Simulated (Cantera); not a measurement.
A closed system holds: 1 mol SiHCl3, 6.6 mol N2, 4.9 mol H2, at 0.0488 Torr.

Equilibrium computed with Cantera from the NASA thermochemical tables; the gas is ideal and each condensed phase is pure. Candidate condensed phases: NH4Cl, Si, Si3N4; 28 gas species. N2 is the only nitrogen source here; it is nearly inert below about 1500 K, so the nitride shown seldom forms there in practice. Kinetics and transport are ignored.

Over these rows the condensed part is Si3N4(s). Partial pressures as log10 of bar:

```csv
T (K),1000/T (1/K),log p SiCl4,log p N2,log p H2,log p HCl
1148,0.8711,-7.63,-4.52,-4.70,-4.83
1198,0.8347,?,-4.52,-4.70,-4.84
1248,0.8013,-7.90,-4.52,-4.69,-4.86
1298,0.7704,-8.16,-4.52,-4.68,-4.91
1348,0.7418,-8.52,-4.51,-4.67,-4.98
1398,0.7153,-8.96,-4.51,-4.65,-5.07
```

### Question
Fit log p(SiCl4) = a + b·(1000/T) to the five rows, give the apparent enthalpy, and predict the row at 1198 K.

### Answer
Means: 1000/T = 0.7800, log p = -8.234. Sxy = 0.119326, Sxx = 0.0144904, so b = 8.23 and a = -8.234 − (8.23)×0.7800 = -14.65.
Apparent enthalpy: −19.145 × (8.23) = -158 kJ/mol. With the condensed phases at unit activity, 1/3 Si3N4(s) + 4 HCl(g) = SiCl4(g) + 2/3 N2(g) + 2 H2(g) links this pressure to the main gases: over the six rows their terms move log p by -1.07 in all, so the slope isn't that reaction's ΔH° alone. The five rows lie within 0.20 of the line; that is curvature, so one enthalpy describes this range poorly.
Prediction at 1198 K: -14.65 + (8.23)×0.8347 = -7.78. The computed value is -7.74, 0.04 from the line.
